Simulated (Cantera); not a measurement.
What does this Cantera script print?

```python
import numpy as np
import cantera as ct

gas_names = """
    C CO COS CO2 CS CS2 C2 C2O C3 C3O2 C4 C5 Mg MgO MgS Mg2 O O2 O3 S SO SO2 SO3 S2 S2O S8
""".split()
cond_names = """
    C(gr) Mg(cr) Mg(L) MgCO3(s) MgO(s) MgO(L) MgS(s) MgSO4(s) MgSO4(L) S(cr1) S(cr2) S(L)
""".split()


# ... load() reads the species with a 1 bar reference pressure and builds the phases ...
atoms = {
    'MgCO3': {'Mg': 1, 'C': 1, 'O': 3},
    'SO3': {'S': 1, 'O': 3},
    'CO2': {'C': 1, 'O': 2},
}
top_T = {'C(gr)': 4500, 'MgS(s)': 2250}  # K; cautious upper limits of use, not melting points


# ... equilibrate(T, P, feed) seeds the gas with the atoms and calls Mixture.equilibrate('TP', solver="vcs", rtol=1e-11, max_steps=5000) ...
results = []
feed = {'MgCO3': 1, 'SO3': 0.55, 'CO2': 0.18}  # mol
P = 28000  # Pa
for T in [775, 925, 1075, 1225, 1375, 1525, 1675, 1825]:
    mix = equilibrate(T, P, feed)
    results.append((T, P, feed, dict(zip(mix.species_names, mix.species_moles))))
    x = sorted(zip(gas.X, gas.species_names), reverse=True)
    print(f"T = {T:g} K  P = {P:g} Pa  gas = {mix.phase_moles(0):.4g} mol")
    print("   x: " + "  ".join(f"{s} {v:.3e}" for v, s in x if v > 1e-06))
    print("   condensed (mol): " + ("  ".join(f"{mix.phase(i).name} {mix.phase_moles(i):.4g}"
          for i in range(1, mix.n_phases) if mix.phase_moles(i) > 1e-12) or "none"))
```

Output:

```
T = 775 K  P = 28000 Pa  gas = 1.18 mol
   x: CO2 1.000e+00
   condensed (mol): MgO(s) 0.45  MgSO4(s) 0.55
T = 925 K  P = 28000 Pa  gas = 1.18 mol
   x: CO2 9.999e-01  SO2 7.785e-05  O2 3.893e-05  SO3 1.205e-06
   condensed (mol): MgO(s) 0.4501  MgSO4(s) 0.5499
T = 1075 K  P = 28000 Pa  gas = 1.193 mol
   x: CO2 9.889e-01  SO2 7.285e-03  O2 3.642e-03  SO3 1.854e-04
   condensed (mol): MgO(s) 0.4589  MgSO4(s) 0.5411
T = 1225 K  P = 28000 Pa  gas = 1.762 mol
   x: CO2 6.698e-01  SO2 2.149e-01  O2 1.074e-01  SO3 7.863e-03
   condensed (mol): MgO(s) 0.8424  MgSO4(s) 0.1576
T = 1375 K  P = 28000 Pa  gas = 2.001 mol
   x: CO2 5.897e-01  SO2 2.709e-01  O2 1.354e-01  SO3 3.963e-03  CO 1.915e-06
   condensed (mol): MgO(s) 1
T = 1525 K  P = 28000 Pa  gas = 2.003 mol
   x: CO2 5.890e-01  SO2 2.728e-01  O2 1.364e-01  SO3 1.757e-03  CO 2.133e-05  O 3.953e-06
   condensed (mol): MgO(s) 1
T = 1675 K  P = 28000 Pa  gas = 2.004 mol
   x: CO2 5.886e-01  SO2 2.735e-01  O2 1.368e-01  SO3 9.016e-04  CO 1.537e-04  O 2.388e-05  SO 6.151e-06
   condensed (mol): MgO(s) 1
T = 1825 K  P = 28000 Pa  gas = 2.005 mol
   x: CO2 5.876e-01  SO2 2.737e-01  O2 1.372e-01  CO 7.962e-04  SO3 5.175e-04  O 1.076e-04  SO 3.645e-05
   condensed (mol): MgO(s) 1
```

These are equilibrium values from Cantera (NASA tables, ideal gas, pure condensed phases), not measurements of a reactor. Mutual solubility and eutectic melting of coexisting phases are not modelled.
